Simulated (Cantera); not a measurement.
Mixture: 18.0 % CO, 13.6 % H₂, 14.4 % O₂, 54.0 % N₂, equivalence ratio 1.1, at 1.40 bar, adiabatic and at constant volume. Ignition delay is the time to a rise of 400 K.

Model: GRI-Mech 3.0 (53 species, 325 reactions), integrated in Cantera.

Task: Predict: delay at 975 K; delay at 1025 K; delay at 1075 K; delay at 1125 K; delay at 1175 K; delay at 1225 K; apparent activation energy between 1125 and 1225 K.

Result: 
```json
{
 "delay at 975 K": "1.17 ms",
 "delay at 1025 K": "0.220 ms",
 "delay at 1075 K": "0.105 ms",
 "delay at 1125 K": "66.4 µs",
 "delay at 1175 K": "47.3 µs",
 "delay at 1225 K": "36.0 µs",
 "apparent activation energy between 1125 and 1225 K": "70 kJ/mol"
}
```
